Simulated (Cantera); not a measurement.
Cantera run:

```python
import numpy as np
import cantera as ct

gas_names = """
    AL ALCL ALCL2 ALCL3 ALO ALOCL ALO2 AL2 AL2CL6 AL2O AL2O2 CL CLO CL2 O O2 O3
""".split()
cond_names = """
    AL(cr) AL(L) ALCL3(s) ALCL3(L) AL2O3(a) AL2O3(L)
""".split()


def load(file, names, dense=False):
    # The tables refer to 1 bar. Condensed volumes are neglected.
    table = {s.name: s for s in ct.Species.list_from_file(file)}
    out = []
    for n in names:
        d = dict(table[n].input_data)
        d["thermo"] = dict(d["thermo"], **{"reference-pressure": 1e5})
        if dense:
            d["equation-of-state"] = {"model": "constant-volume", "density": "1e6 g/cm^3"}
        out.append(ct.Species.from_dict(d))
    return out


gas = ct.Solution(thermo="ideal-gas", species=load("nasa_gas.yaml", gas_names))
cond = {s.name: ct.Solution(thermo="fixed-stoichiometry", species=[s], name=s.name)
        for s in load("nasa_condensed.yaml", cond_names, dense=True)}
atoms = {
    'Al2O3': {'AL': 2, 'O': 3},
    'Cl2': {'CL': 2},
    'O2': {'O': 2},
}
top_T = {}  # K; cautious upper limits of use, not melting points


def equilibrate(T, P, feed):
    n = {}
    for name, mol in feed.items():
        for a, k in atoms[name].items():
            n[a] = n.get(a, 0.0) + k * mol
    gas.TPX = T, P, n
    mass = sum(n.values()) * gas.mean_molecular_weight
    gas.equilibrate("TP")
    valid = [c for c in cond.values() if c.min_temp <= T <= top_T.get(c.name, c.max_temp)]
    mix = ct.Mixture([(gas, mass / gas.mean_molecular_weight)] + [(c, 0.0) for c in valid])
    mix.T, mix.P = T, P
    mix.equilibrate("TP", solver="vcs", rtol=1e-11, max_steps=5000)
    return mix


results = []
T = 1773  # K
P = 9800  # Pa
for m in [0.023, 0.036, 0.056, 0.088, 0.14, 0.22, 0.34, 0.54]:
    feed = {'Al2O3': 1, 'Cl2': 0.013, 'O2': m}  # mol
    mix = equilibrate(T, P, feed)
    results.append((T, P, feed, dict(zip(mix.species_names, mix.species_moles))))
    x = sorted(zip(gas.X, gas.species_names), reverse=True)
    print(f"T = {T:g} K  P = {P:g} Pa  n(O2) = {m:g} mol  gas = {mix.phase_moles(0):.4g} mol")
    print("   x: " + "  ".join(f"{s} {v:.3e}" for v, s in x if v > 0.0001))
    print("   condensed (mol): " + ("  ".join(f"{mix.phase(i).name} {mix.phase_moles(i):.4g}"
          for i in range(1, mix.n_phases) if mix.phase_moles(i) > 1e-12) or "none"))
```

Output:

```
T = 1773 K  P = 9800 Pa  n(O2) = 0.023 mol  gas = 0.04306 mol
   x: O2 5.342e-01  CL 3.271e-01  CL2 1.359e-01  CLO 1.366e-03  ALCL3 1.150e-03  O 2.192e-04
   condensed (mol): AL2O3(a) 1
T = 1773 K  P = 9800 Pa  n(O2) = 0.036 mol  gas = 0.05667 mol
   x: O2 6.349e-01  CL 2.703e-01  CL2 9.279e-02  CLO 1.230e-03  ALCL3 5.698e-04  O 2.390e-04
   condensed (mol): AL2O3(a) 1
T = 1773 K  P = 9800 Pa  n(O2) = 0.056 mol  gas = 0.07736 mol
   x: O2 7.234e-01  CL 2.158e-01  CL2 5.919e-02  CLO 1.049e-03  ALCL3 2.632e-04  O 2.551e-04
   condensed (mol): AL2O3(a) 1
T = 1773 K  P = 9800 Pa  n(O2) = 0.088 mol  gas = 0.1101 mol
   x: O2 7.986e-01  CL 1.654e-01  CL2 3.476e-02  CLO 8.446e-04  O 2.680e-04  ALCL3 1.100e-04
   condensed (mol): AL2O3(a) 1
T = 1773 K  P = 9800 Pa  n(O2) = 0.14 mol  gas = 0.1629 mol
   x: O2 8.589e-01  CL 1.214e-01  CL2 1.872e-02  CLO 6.428e-04  O 2.779e-04
   condensed (mol): AL2O3(a) 1
T = 1773 K  P = 9800 Pa  n(O2) = 0.22 mol  gas = 0.2436 mol
   x: O2 9.026e-01  CL 8.698e-02  CL2 9.612e-03  CLO 4.722e-04  O 2.849e-04
   condensed (mol): AL2O3(a) 1
T = 1773 K  P = 9800 Pa  n(O2) = 0.34 mol  gas = 0.3642 mol
   x: O2 9.331e-01  CL 6.144e-02  CL2 4.795e-03  CLO 3.391e-04  O 2.897e-04
   condensed (mol): AL2O3(a) 1
T = 1773 K  P = 9800 Pa  n(O2) = 0.54 mol  gas = 0.5648 mol
   x: O2 9.559e-01  CL 4.144e-02  CL2 2.181e-03  O 2.932e-04  CLO 2.315e-04
   condensed (mol): AL2O3(a) 1
```

These are equilibrium values from Cantera (NASA tables, ideal gas, pure condensed phases), not measurements of a reactor.
